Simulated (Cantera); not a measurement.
Carbon deposition, reforming and gasification: CH4 + O2 + N2

Feed: 1 mol CH4, 0.054 mol O2, 2.9 mol N2, held at 975 °C and 0.100 bar.

Equilibrium computed with Cantera from the NASA thermochemical tables; the gas is ideal and each condensed phase is pure. Candidate condensed phases: C, C6H6, C7H8, C8H18, H2O; 136 gas species. Kinetics and transport are ignored.

```yaml
x(N2): 0.579
x(H2): 0.399
x(CO): 0.0216
x(CH4): 0.000178
x(HCN): 5.97e-5
x(H2O): 1.32e-5
x(NH3): 2.95e-6
n(C(graphite)): 0.891 mol
gas_amount: 5.007 mol
```
